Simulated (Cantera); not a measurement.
Input: 1 mol SiHCl3, 0.24 mol C2H4, 41 mol H2, held at 13.3 mbar.

Cantera equilibrium calculation (NASA polynomials, part measured and part estimated; ideal gas, pure solids and liquids). Candidate condensed phases: C, C6H6, C7H8, C8H18, Si, SiC; 109 gas species. Mutual solubility and eutectic melting of coexisting phases are not modelled. Gases not in the tables: Si2H6 and higher silanes. Kinetics and transport are ignored.

Task: Which condensed phases are stable at each of these points (T (°C)): 1100, 1200, 1300, 1400, 1500, 1600, 1700, 1800, 1900, 2000, 2100, 2200, 2300, 2400?

Result: 
```
T (°C)  condensed phases  Si condensed (%)
------  ----------------  ----------------
1100      Si(s) + SiC(s)              62.9
1200      Si(s) + SiC(s)              61.3
1300      Si(s) + SiC(s)              59.7
1400      Si(s) + SiC(s)              58.1
1500      Si(l) + SiC(s)              59.9
1600      Si(l) + SiC(s)              59.9
1700      Si(l) + SiC(s)              52.9
1800              SiC(s)              47.0
1900              SiC(s)              44.4
2000              SiC(s)              25.9
2100            gas only               0.0
2200            gas only               0.0
2300            gas only               0.0
2400            gas only               0.0
```

From 1100 °C to 1400 °C the condensed part is Si(s) + SiC(s). From 1500 °C to 1700 °C the condensed part is Si(l) + SiC(s). From 1800 °C to 2000 °C the condensed part is SiC(s). From 2100 °C to 2400 °C nothing is condensed.
